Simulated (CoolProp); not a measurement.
Sulfur hexafluoride along the isotherm 72.85 °C: Z from the reference equation and from simpler models built on Tc = 45.6 °C, pc = 3755 kPa, ω = 0.210; each cubic takes its own stable root.

The numbers come from the reference Helmholtz-energy equation of state, Guder 2009 in CoolProp.

| p (kPa) | phase | reference |
|---|---|---|
| 352 | gas | 0.9758 |
| 704 | gas | 0.9509 |
| 1060 | gas | 0.9249 |
| 1410 | gas | 0.8984 |
| 1760 | gas | 0.8710 |
| 2110 | gas | 0.8424 |
| 2460 | gas | 0.8126 |
| 2820 | gas | 0.7804 |
| 3170 | gas | 0.7475 |
| 3520 | gas | 0.7126 |
| 3870 | supercritical | 0.6756 |
| 4220 | supercritical | 0.6362 |
| 4580 | supercritical | 0.5929 |
| 4930 | supercritical | 0.5484 |
| 5280 | supercritical | 0.5028 |
| 5630 | supercritical | 0.4599 |

Problem. How far does each simpler model (van der Waals, Peng-Robinson) lie from the reference over these 16 states: mean and median of the absolute difference, and the worst?

Solution. 
- van der Waals: mean 3.2 %, median 0.4 %, worst -13.2 % at 72.85 °C and 5280 kPa
- Peng-Robinson: mean 2.3 %, median 2.4 %, worst -3.8 % at 72.85 °C and 4220 kPa
